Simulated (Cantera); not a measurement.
## Equilibrium for nitride etching: AlN + O₂ + N₂ + HCl

Input: 1 mol AlN, 12 mol O₂, 3.9 mol N₂, 10 mol HCl, equilibrated at 1400 K.

These are equilibrium values from Cantera (NASA tables, ideal gas, pure condensed phases), not measurements of a reactor. Candidate condensed phases: Al, AlCl₃, AlN, Al₂O₃, H₂O, NH₄Cl; 45 gas species. Gases not in the tables: Al(OH)₃. The numbers say what is thermodynamically allowed, not how fast it happens.

From 1.00 Pa to 1.00 bar the condensed part is Al₂O₃(s).

```csv
P (Pa),x O₂,x HCl,x N₂,x Cl,x H₂O,x Cl₂,n Al₂O₃(s)
1,0.401,0.277,0.167,0.103,0.0513,0.000131,0.500
5.20,0.408,0.299,0.168,0.0823,0.0414,0.000436,0.500
27,0.415,0.317,0.169,0.0645,0.0335,0.00139,0.500
140,0.420,0.329,0.170,0.0485,0.0283,0.00408,0.500
720,0.423,0.335,0.171,0.0337,0.0269,0.0101,0.500
3700,0.425,0.331,0.172,0.0208,0.0303,0.0199,0.500
19000,0.425,0.318,0.174,0.0118,0.0386,0.0327,0.500
100000,0.422,0.296,0.175,0.00625,0.0516,0.0484,0.500
```
x: gas mole fraction; n: condensed amount in mol.
